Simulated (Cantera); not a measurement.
## Ignition delay

Mixture: CH₃OH : O₂ : N₂ = 1 : 1.07 : 4.03 (molar parts), equivalence ratio 1.4, at 760 Torr, adiabatic and at constant volume. Ignition delay is the time to a rise of 400 K.

Computed with Cantera and GRI-Mech 3.0 (53 species, 325 reactions). GRI-Mech 3.0 was tuned for natural gas; its chemistry of methanol as a main component is partial and can be far from experiment.

| T0 (K) | delay (ms) |
|---|---|
| 1173 | 13.5 |
| 1248 | 3.96 |
| 1323 | 1.36 |
| 1398 | 0.532 |
| 1473 | 0.234 |
| 1548 | 0.114 |
| 1623 | 0.0604 |
| 1698 | 0.0343 |
| 1773 | 0.0207 |

```json
{
  "apparent activation energy between 1623 and 1773 K": "170 kJ/mol"
}
```
